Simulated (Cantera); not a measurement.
Input: 1 mol CuO, 0.82 mol F2, 1.9 mol N2, equilibrated at 1125 °C and 0.133 bar.

These are equilibrium values from Cantera (NASA tables, ideal gas, pure condensed phases), not measurements of a reactor. Candidate condensed phases: Cu, CuF2, CuO, Cu2O; 22 gas species. Mutual solubility and eutectic melting of coexisting phases are not modelled. Kinetics and transport are ignored.

Base state: N2 0.644, O2 0.163, CuF2 0.119, CuF 0.0735, NO 0.000571 (mole fractions); condensed: CuF2(l) + Cu2O(s).

Task: What changes in the equilibrium state with this change: temperature from 1125 °C to 1027 °C?

Result: 
| species | before | after |
|---|---|---|
| N2 | 0.644 | 0.764 |
| O2 | 0.163 | 0.185 |
| CuF2 | 0.119 | 0.0361 |
| CuF | 0.0735 | 0.0144 |
| NO | 0.000571 | 0.000366 |
| CuF2(l), mol | 0.362 | 0.712 |
| Cu2O(s), mol | 0.0358 | 0.0811 |
